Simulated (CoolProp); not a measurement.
A simple Rankine cycle with toluene: condensing at 320.15 K, boiler at 0.115 MPa, turbine inlet 403.2 K, turbine efficiency 0.85, pump efficiency 0.8, no recuperator. Each further row changes one setting.

Values from CoolProp's reference Helmholtz-energy equation of state, Lemmon 2006. It is a short technical equation, of lower accuracy than the large ones.

```tsv
case	thermal efficiency (%)	net work (kJ/kg)	heat in (kJ/kg)	turbine exit temperature (K)	volume ratio over the turbine
as stated	13.0	66.5	510	353.9	9.67
turbine inlet 423.2 K	13.0	70.3	542	374.1	9.69
condensing temperature 312.15 K	14.5	75.8	524	346.7	13.6
boiler pressure 0.0805 MPa	11.2	57.4	511	361.6	6.83
turbine efficiency 0.75	11.5	58.6	510	359.6	9.83
```
